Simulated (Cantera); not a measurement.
Adiabatic ignition

An adiabatic, constant-pressure homogeneous reactor starts with CH4 : CO : O2 : N2 = 1 : 0.3 : 3.91 : 14.1 (molar parts), at 1800 K and 1.00 bar.

Detailed kinetics in Cantera: GRI-Mech 3.0 (53 species, 325 reactions).

| t (s) | T (K) | x CH4 | x CO | x O2 | x HO2 | x HCN | x H2O2 | x OH |
|---|---|---|---|---|---|---|---|---|
| 3.00e-6 | 1800 | 0.0518 | 0.0155 | 0.202 | 2.36e-6 | <1e-12 | 1.95e-8 | 1.13e-6 |
| 8.17e-6 | 1800 | 0.0517 | 0.0155 | 0.202 | 6.11e-6 | <1e-12 | 6.01e-8 | 1.78e-6 |
| 2.23e-5 | 1800 | 0.0515 | 0.0155 | 0.202 | 1.52e-5 | <1e-12 | 1.67e-7 | 4.40e-6 |
| 6.06e-5 | 1803 | 0.0493 | 0.0157 | 0.201 | 6.25e-5 | 2.65e-11 | 9.09e-7 | 3.46e-5 |
| 0.000165 | 2448 | <1e-12 | 0.0233 | 0.0908 | 6.83e-6 | 5.80e-12 | 1.31e-7 | 0.0212 |
| 0.000450 | 2647 | <1e-12 | 0.0159 | 0.0901 | 9.81e-6 | 1.85e-11 | 2.26e-7 | 0.0186 |
| 0.00122 | 2665 | <1e-12 | 0.0147 | 0.0884 | 1.05e-5 | 3.10e-11 | 2.57e-7 | 0.0178 |
| 0.00334 | 2658 | <1e-12 | 0.0145 | 0.0855 | 1.01e-5 | 4.81e-11 | 2.51e-7 | 0.0173 |
| 0.00909 | 2652 | <1e-12 | 0.0143 | 0.0829 | 9.73e-6 | 6.12e-11 | 2.45e-7 | 0.0169 |
| 0.0247 | 2651 | <1e-12 | 0.0143 | 0.0825 | 9.67e-6 | 6.32e-11 | 2.44e-7 | 0.0169 |
| 0.0674 | 2651 | <1e-12 | 0.0143 | 0.0825 | 9.67e-6 | 6.32e-11 | 2.44e-7 | 0.0169 |
| 0.184 | 2651 | <1e-12 | 0.0143 | 0.0825 | 9.67e-6 | 6.32e-11 | 2.44e-7 | 0.0169 |
| 0.500 | 2651 | <1e-12 | 0.0143 | 0.0825 | 9.67e-6 | 6.32e-11 | 2.44e-7 | 0.0169 |
x: mole fraction; the columns are a selection and need not sum to one.

```json
{
  "time_of_steepest_temperature_rise": "0.106 ms",
  "temperature at 0.500 s": "2651 K",
  "equilibrium_temperature": "2651 K",
  "x(CH4) at 0.500 s": "<1e-12 (gas-phase equilibrium <1e-12)",
  "x(CO) at 0.500 s": "0.0143 (gas-phase equilibrium 0.0143)",
  "x(O2) at 0.500 s": "0.0825 (gas-phase equilibrium 0.0825)"
}
```
